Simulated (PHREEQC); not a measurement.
0.14 g of hydrous ferric oxide (600 m²/g; 0.2 weak and 0.005 strong sites per Fe, Dzombak-Morel constants, diffuse double layer) in 1 kg of water with 0.001 mol/kgw of an inert sodium salt and 0.00065 mmol/kgw NiCl2, 0.00074 mmol/kgw CuCl2 and 0.0078 mmol/kgw BaCl2, at 25 °C; the pH is set by adding NaOH or the inert anion's acid. O2 is buffered at 0.21 atm. No CO2 enters from the air. No solid was allowed to form.

The series has 17 steps of pH, from 3 to 11.

The numbers come from PHREEQC with the ion-association model, wateq4f.dat.

Q: Near which pH is half of the Ni sorbed, and on which side is more sorbed?

A: Near pH 6.5, with more sorbed at higher pH.

Q: Near which pH is half of the Cu sorbed, and on which side is more sorbed?

A: Near pH 5.1, with more sorbed at higher pH.

Q: Near which pH is half of the Ba sorbed, and on which side is more sorbed?

A: Near pH 8.3, with more sorbed at higher pH.

The database's constant for dissolved Cu(OH)2 is higher than later reviews accept. The oxide is taken as insoluble; below pH 4 it would dissolve.
